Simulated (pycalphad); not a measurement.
## Effect of B content in Ti-B

CALPHAD calculation (pycalphad, COST 507 light-alloy database (1999)), 1 atm. These are 1990s assessments: newer ones move some temperatures and phases. Amounts are mole fractions of atoms.

```tsv
alloy	liquidus (°C)	first solid	solidus (°C)	phases at 727 °C
Ti-13.55B (at.%)	1653	BM	1541	HCP_A3 0.73, BM 0.27
Ti-40.65B (at.%)	2351	B2M	1541	BM 0.81, HCP_A3 0.19
Ti-54.2B (at.%)	2984	B2M	2183	B4M3 0.59, BM 0.41
Ti-81.3B (at.%)	2903	B2M	2059	B2M 0.56, BETA_RHOMBO_B 0.44
```

Database names, with the compositions (at.%) that they take in these runs: BM: Ti 50 B 50; B2M: B 67 Ti 33; B4M3: B 57 Ti 43. HCP_A3 is hcp; BETA_RHOMBO_B is β-boron.
